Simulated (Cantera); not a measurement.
Charge: 1 mol C₂H₂, 0.0068 mol O₂, equilibrated at 227 °C and 1000 Pa.

These are equilibrium values from Cantera (NASA tables, ideal gas, pure condensed phases), not measurements of a reactor. Candidate condensed phases: C, C₆H₆, C₇H₈, C₈H₁₈, H₂O; 110 gas species. Equilibrium is a limit: real reactors are often held back by kinetics, nucleation or transport.

Problem. What is the equilibrium state?

Solution. 
```json
{
 "x(CH₄)": "0.797",
 "x(H₂)": "0.179",
 "x(H₂O)": "0.0243",
 "x(CO₂)": "5.74e-5",
 "x(CO)": "3.07e-6",
 "n(C(graphite))": "1.56 mol",
 "gas_amount": "0.5565 mol",
 "log10 activity of C₇H₈(l) (absent)": "-30.20"
}
```
